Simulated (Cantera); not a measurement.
Mixture: CH4 : O2 : N2 = 1 : 2.04 : 7.67 (molar parts), at 5.00 bar, adiabatic and at constant pressure. Ignition delay is the time to a rise of 400 K.

Detailed kinetics in Cantera: GRI-Mech 3.0 (53 species, 325 reactions).

Task: Predict: delay at 1150 K; delay at 1300 K; delay at 1450 K; delay at 1600 K; delay at 1750 K; apparent activation energy between 1600 and 1750 K.

Result: delay at 1150 K: 19.2 ms
delay at 1300 K: 2.89 ms
delay at 1450 K: 0.552 ms
delay at 1600 K: 0.131 ms
delay at 1750 K: 39.4 µs
apparent activation energy between 1600 and 1750 K: 190 kJ/mol
